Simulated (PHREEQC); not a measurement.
0.039 g of hydrous ferric oxide (600 m²/g; 0.2 weak and 0.005 strong sites per Fe, Dzombak-Morel constants, diffuse double layer) in 1 kg of water with 0.3 mol/kgw of an inert sodium salt and 4.7e-05 mol/kgw Na2HAsO4, at 25 °C; the pH is set by adding NaOH or the inert anion's acid. O2 is buffered at 0.21 atm. The system is closed to CO2. Nothing may precipitate in this run.

Equilibrium calculation in PHREEQC: ion-association model, wateq4f.dat.

Task: Predict As sorbed (%), surface charge σ (C/m²), surface potential ψ (mV) at pH = 3.67, 9.

Result: 
```json
[
 {"pH": "3.67", "As sorbed (%)": "99.2", "surface charge σ (C/m²)": "0.153", "surface potential ψ (mV)": "82"},
 {"pH": "9", "As sorbed (%)": "30.9", "surface charge σ (C/m²)": "-0.116", "surface potential ψ (mV)": "-69"}
]
```

The oxide is taken as insoluble; below pH 4 it would dissolve.
